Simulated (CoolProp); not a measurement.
Vapour-liquid equilibrium of CH2F2 (R32) (1) + R123 (2) at 0.261 bar; x and y are mole fractions of (1).

Model: multi-fluid Helmholtz-energy mixture model, Tillner-Roth 1997 and Younglove 1994; pair parameters Bell 2016, in CoolProp.

Problem. Give the bubble temperature and the first vapour's composition at x = 0.05, 0.5, 0.8. Is there an azeotrope?

Solution. x = 0.05: 241.1 K, y = 0.779; x = 0.5: 204.1 K, y = 0.991; x = 0.8: 200.6 K, y = 0.996. No azeotrope shows between x = 0.05 and 0.95.

The pair parameters rest on a limited set of measurements; away from them the model extrapolates.
